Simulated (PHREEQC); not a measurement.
A solution holds 0.0033 mol Na2SiF6 per kg of water, at 35 °C. Closed to the air; pH follows from the charge balance.

The numbers come from PHREEQC with the ion-association model, wateq4f.dat.

The pH is 3.21. The ionic strength comes out as 0.00990 mol/kgw. The total alkalinity is -13.2 meq/kg.

| species | molality | activity | log γ |
|---|---|---|---|
| Na+ | 0.00659 | 0.00595 | -0.045 |
| SiF6-2 | 0.00264 | 0.00175 | -0.178 |
| F- | 0.00197 | 0.00177 | -0.046 |
| HF | 0.00194 | 0.00195 | 0.001 |
| H+ | 0.000669 | 0.000611 | -0.040 |
| H4SiO4 | 0.000660 | 0.000662 | 0.001 |
| HF2- | 1.57e-5 | 1.41e-5 | -0.046 |
| H2F2 | 6.82e-6 | 6.84e-6 | 0.001 |
| NaF | 6.04e-6 | 6.05e-6 | 0.001 |

This is a speciation only: nothing precipitates in the calculation. The solution is supersaturated, for example in Quartz (slow to form), Chalcedony (slow to form), so a real one may precipitate; this is no full list. Species that the database lacks are ignored. SiF6-2 is the database's only silicon fluoride.
